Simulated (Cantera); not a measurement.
Standard-state values (1 bar) from the NASA 1993 polynomials, evaluated with Cantera. Values are per mole of reaction as written; species without (g) are pure solids or liquids, kept so even where they would boil at 1 bar.

BN + 3 F(g) → N(g) + BF₃(g)

```
T (K)  ΔH° (kJ)  ΔS° (J/K)  ΔG° (kJ)  log10 K
-----  --------  ---------  --------  -------
473           …          …         …        …
673      -655.6      -95.2    -591.5    45.90
873           …          …         …        …
1073          …          …         …        …
1273          …          …         …        …
1473     -664.8     -104.3    -511.2    18.13
```

**Question.** Some entries are withheld; supply them.

**Answer.** 
- 473, ΔH° (kJ): -652.9
- 473, ΔS° (J/K): -90.6
- 473, ΔG° (kJ): -610.1
- 473, log10 K: 67.37
- 873, ΔH° (kJ): -657.9
- 873, ΔS° (J/K): -98.3
- 873, ΔG° (kJ): -572.1
- 873, log10 K: 34.23
- 1073, ΔH° (kJ): -660.2
- 1073, ΔS° (J/K): -100.7
- 1073, ΔG° (kJ): -552.2
- 1073, log10 K: 26.88
- 1273, ΔH° (kJ): -662.5
- 1273, ΔS° (J/K): -102.6
- 1273, ΔG° (kJ): -531.8
- 1273, log10 K: 21.82
